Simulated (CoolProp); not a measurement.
Computed with CoolProp (reference Helmholtz-energy equation of state, Thol 2015).

For octamethylcyclotetrasiloxane (D4), give the phase and the Joule-Thomson coefficient (K/MPa), isothermal compressibility (1/MPa) at 331.75 °C and 173 kPa; 331.75 °C and 492 kPa.


- 331.75 °C and 173 kPa: gas; Joule-Thomson coefficient 8.06, isothermal compressibility 6.04
- 331.75 °C and 492 kPa: gas; Joule-Thomson coefficient 9.32, isothermal compressibility 2.35
